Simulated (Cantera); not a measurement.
Mixture: CH₄ : CO : O₂ : N₂ = 1 : 0.27 : 4.03 : 15.1 (molar parts), equivalence ratio 0.53, at 16.0 bar, adiabatic and at constant volume. Ignition delay is the time to a rise of 400 K.

Model: GRI-Mech 3.0 (53 species, 325 reactions), integrated in Cantera. The pressure lies above the range GRI-Mech 3.0 was tuned for (to about 10 atm).

Problem. What does this change do: pressure from 16.0 bar to 2.00 bar?

Solution. 
```
quantity                                                before       after
--------------------------------------------------  ----------  ----------
delay at 1223 K                                        1.91 ms     13.3 ms
delay at 1298 K                                       0.760 ms     4.89 ms
delay at 1373 K                                       0.332 ms     1.96 ms
delay at 1448 K                                       0.156 ms    0.864 ms
delay at 1523 K                                        77.9 µs    0.417 ms
delay at 1598 K                                        41.3 µs    0.220 ms
apparent activation energy between 1448 and 1598 K  170 kJ/mol  180 kJ/mol
```

Problem. What does this change do: CH4 1 to 0.43 parts?

Solution. 
| quantity | before | after |
|---|---|---|
| delay at 1223 K | 1.91 ms | 1.49 ms |
| delay at 1298 K | 0.760 ms | 0.586 ms |
| delay at 1373 K | 0.332 ms | 0.259 ms |
| delay at 1448 K | 0.156 ms | 0.125 ms |
| delay at 1523 K | 77.9 µs | 65.7 µs |
| delay at 1598 K | 41.3 µs | 36.8 µs |
| apparent activation energy between 1448 and 1598 K | 170 kJ/mol | 160 kJ/mol |
